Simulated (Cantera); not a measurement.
A closed system holds: 1 mol SiCl4, 0.053 mol O2, at 1398 K and 53000 Pa.

Cantera equilibrium calculation (NASA polynomials, part measured and part estimated; ideal gas, pure solids and liquids). Candidate condensed phases: Si, SiO2; 15 gas species. The tables' values for SiCl3 are old estimates; treat these amounts as uncertain. The tables hold silica as quartz up to 1696 K and as liquid above; real silica turns to tridymite and cristobalite and melts near 1996 K. Kinetics and transport are ignored.

Base state: SiCl4 0.894, Cl2 0.0942, Cl 0.0118, SiCl3 2.58e-5 (mole fractions); condensed: SiO2(β-quartz).

Q: What changes in the equilibrium state with this change: 0.041 mol H2O added?

A: 
| species | before | after |
|---|---|---|
| SiCl4 | 0.894 | 0.827 |
| Cl2 | 0.0942 | 0.0888 |
| HCl | 0 | 0.0732 |
| Cl | 0.0118 | 0.0115 |
| SiCl3 | 2.58e-5 | 2.46e-5 |
| SiO2(β-quartz), mol | 0.0530 | 0.0735 |
Further candidate phases: H2O.
